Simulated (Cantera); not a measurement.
# Ignition delay

Mixture: CH₄ : O₂ : N₂ : H₂O = 1 : 2.86 : 10.7 : 0.39 (molar parts), at 1.00 bar, adiabatic and at constant pressure. Ignition delay is the time to a rise of 400 K.

Model: GRI-Mech 3.0 (53 species, 325 reactions), integrated in Cantera.

| T0 (K) | delay (ms) |
|---|---|
| 1150 | 83.2 |
| 1225 | 28.3 |
| 1300 | 10.4 |
| 1375 | 4.16 |
| 1450 | 1.80 |
| 1525 | 0.850 |
| 1600 | 0.439 |

- apparent activation energy between 1450 and 1600 K: 180 kJ/mol
